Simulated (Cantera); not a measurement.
What does this Cantera script print?

```python
import numpy as np
import cantera as ct

gas_names = """
    CL CLO CL2 Cs CsCL CsO CsOH Cs2 Cs2CL2 Cs2O Cs2O2H2 H HCL HNO HNO2 HNO3 HOCL HO2 H2 H2O H2O2 N NH
    NH2 NH3 NH2OH NO NO2 NO3 N2 N2H2 N2H4 N2O O OH O2 O3
""".split()
cond_names = """
    Cs(cr) Cs(L) CsCL(a) CsCL(b) CsCL(L) CsOH(a) CsOH(b) CsOH(c) CsOH(L) H2O(s) H2O(L) NH4CL(a) NH4CL(b)
""".split()


def load(file, names, dense=False):
    # The tables refer to 1 bar. Condensed volumes are neglected.
    table = {s.name: s for s in ct.Species.list_from_file(file)}
    out = []
    for n in names:
        d = dict(table[n].input_data)
        d["thermo"] = dict(d["thermo"], **{"reference-pressure": 1e5})
        if dense:
            d["equation-of-state"] = {"model": "constant-volume", "density": "1e6 g/cm^3"}
        out.append(ct.Species.from_dict(d))
    return out


gas = ct.Solution(thermo="ideal-gas", species=load("nasa_gas.yaml", gas_names))
cond = {s.name: ct.Solution(thermo="fixed-stoichiometry", species=[s], name=s.name)
        for s in load("nasa_condensed.yaml", cond_names, dense=True)}
atoms = {
    'CsCl': {'Cs': 1, 'CL': 1},
    'H2O': {'H': 2, 'O': 1},
    'N2': {'N': 2},
}
top_T = {}  # K; cautious upper limits of use, not melting points


def equilibrate(T, P, feed):
    n = {}
    for name, mol in feed.items():
        for a, k in atoms[name].items():
            n[a] = n.get(a, 0.0) + k * mol
    gas.TPX = T, P, n
    mass = sum(n.values()) * gas.mean_molecular_weight
    gas.equilibrate("TP")
    valid = [c for c in cond.values() if c.min_temp <= T <= top_T.get(c.name, c.max_temp)]
    mix = ct.Mixture([(gas, mass / gas.mean_molecular_weight)] + [(c, 0.0) for c in valid])
    mix.T, mix.P = T, P
    mix.equilibrate("TP", solver="vcs", rtol=1e-11, max_steps=5000)
    return mix


results = []
T = 1948.15  # K
P = 1000  # Pa
for m in [47, 55, 65, 77, 90, 110, 120, 150, 170, 200, 240, 280]:
    feed = {'CsCl': 1, 'H2O': 1, 'N2': m}  # mol
    mix = equilibrate(T, P, feed)
    results.append((T, P, feed, dict(zip(mix.species_names, mix.species_moles))))
    x = sorted(zip(gas.X, gas.species_names), reverse=True)
    print(f"T = {T:g} K  P = {P:g} Pa  n(N2) = {m:g} mol  gas = {mix.phase_moles(0):.4g} mol")
    print("   x: " + "  ".join(f"{s} {v:.3e}" for v, s in x if v > 1e-05))
    print("   condensed (mol): " + ("  ".join(f"{mix.phase(i).name} {mix.phase_moles(i):.4g}"
          for i in range(1, mix.n_phases) if mix.phase_moles(i) > 1e-12) or "none"))
```

Output:

```
T = 1948.15 K  P = 1000 Pa  n(N2) = 47 mol  gas = 49.09 mol
   x: N2 9.572e-01  CsCL 1.926e-02  H2O 1.794e-02  H2 1.406e-03  HCL 9.075e-04  Cs 8.859e-04  O2 6.061e-04  OH 4.897e-04  H 4.242e-04  NO 3.917e-04  CsOH 2.265e-04  CL 2.053e-04  O 1.095e-04
   condensed (mol): none
T = 1948.15 K  P = 1000 Pa  n(N2) = 55 mol  gas = 57.1 mol
   x: N2 9.630e-01  CsCL 1.651e-02  H2O 1.533e-02  H2 1.269e-03  Cs 8.120e-04  HCL 8.069e-04  O2 5.426e-04  OH 4.403e-04  H 4.030e-04  NO 3.718e-04  CL 1.921e-04  CsOH 1.867e-04  O 1.036e-04
   condensed (mol): none
T = 1948.15 K  P = 1000 Pa  n(N2) = 65 mol  gas = 67.11 mol
   x: N2 9.684e-01  CsCL 1.401e-02  H2O 1.294e-02  H2 1.138e-03  Cs 7.391e-04  HCL 7.120e-04  O2 4.817e-04  OH 3.928e-04  H 3.816e-04  NO 3.513e-04  CL 1.790e-04  CsOH 1.516e-04  O 9.761e-05
   condensed (mol): none
T = 1948.15 K  P = 1000 Pa  n(N2) = 77 mol  gas = 79.12 mol
   x: N2 9.731e-01  CsCL 1.185e-02  H2O 1.089e-02  H2 1.018e-03  Cs 6.711e-04  HCL 6.271e-04  O2 4.263e-04  H 3.609e-04  OH 3.494e-04  NO 3.313e-04  CL 1.667e-04  CsOH 1.225e-04  O 9.182e-05
   condensed (mol): none
T = 1948.15 K  P = 1000 Pa  n(N2) = 90 mol  gas = 92.12 mol
   x: N2 9.768e-01  CsCL 1.014e-02  H2O 9.280e-03  H2 9.181e-04  Cs 6.133e-04  HCL 5.578e-04  O2 3.805e-04  H 3.427e-04  NO 3.135e-04  OH 3.135e-04  CL 1.561e-04  CsOH 1.004e-04  O 8.674e-05
   condensed (mol): none
T = 1948.15 K  P = 1000 Pa  n(N2) = 110 mol  gas = 112.1 mol
   x: N2 9.808e-01  CsCL 8.295e-03  H2O 7.540e-03  H2 8.033e-04  Cs 5.456e-04  HCL 4.798e-04  O2 3.280e-04  H 3.206e-04  NO 2.917e-04  OH 2.723e-04  CL 1.436e-04  O 8.054e-05  CsOH 7.758e-05
   condensed (mol): none
T = 1948.15 K  P = 1000 Pa  n(N2) = 120 mol  gas = 122.1 mol
   x: N2 9.823e-01  CsCL 7.600e-03  H2O 6.886e-03  H2 7.579e-04  Cs 5.184e-04  HCL 4.494e-04  H 3.114e-04  O2 3.074e-04  NO 2.826e-04  OH 2.560e-04  CL 1.384e-04  O 7.797e-05  CsOH 6.931e-05
   condensed (mol): none
T = 1948.15 K  P = 1000 Pa  n(N2) = 150 mol  gas = 152.2 mol
   x: N2 9.857e-01  CsCL 6.066e-03  H2O 5.450e-03  H2 6.525e-04  Cs 4.541e-04  HCL 3.799e-04  H 2.889e-04  NO 2.603e-04  O2 2.598e-04  OH 2.184e-04  CL 1.261e-04  O 7.168e-05  CsOH 5.180e-05
   condensed (mol): none
T = 1948.15 K  P = 1000 Pa  n(N2) = 170 mol  gas = 172.2 mol
   x: N2 9.873e-01  CsCL 5.343e-03  H2O 4.776e-03  H2 5.996e-04  Cs 4.214e-04  HCL 3.457e-04  H 2.770e-04  NO 2.484e-04  O2 2.362e-04  OH 1.996e-04  CL 1.197e-04  O 6.834e-05  CsOH 4.393e-05
   condensed (mol): none
T = 1948.15 K  P = 1000 Pa  n(N2) = 200 mol  gas = 202.2 mol
   x: N2 9.891e-01  CsCL 4.529e-03  H2O 4.019e-03  H2 5.371e-04  Cs 3.822e-04  HCL 3.058e-04  H 2.622e-04  NO 2.335e-04  O2 2.084e-04  OH 1.775e-04  CL 1.119e-04  O 6.420e-05  CsOH 3.542e-05
   condensed (mol): none
T = 1948.15 K  P = 1000 Pa  n(N2) = 240 mol  gas = 242.2 mol
   x: N2 9.909e-01  CsCL 3.759e-03  H2O 3.307e-03  H2 4.745e-04  Cs 3.423e-04  HCL 2.664e-04  H 2.464e-04  NO 2.177e-04  O2 1.808e-04  OH 1.554e-04  CL 1.037e-04  O 5.980e-05  CsOH 2.777e-05
   condensed (mol): none
T = 1948.15 K  P = 1000 Pa  n(N2) = 280 mol  gas = 282.2 mol
   x: N2 9.921e-01  CsCL 3.209e-03  H2O 2.801e-03  H2 4.270e-04  Cs 3.116e-04  HCL 2.370e-04  H 2.338e-04  NO 2.050e-04  O2 1.602e-04  OH 1.387e-04  CL 9.726e-05  O 5.628e-05  CsOH 2.257e-05
   condensed (mol): none
```

Method: chemical equilibrium by Gibbs-energy minimisation in Cantera with the NASA 1993 tables (ideal gas, pure condensed phases).
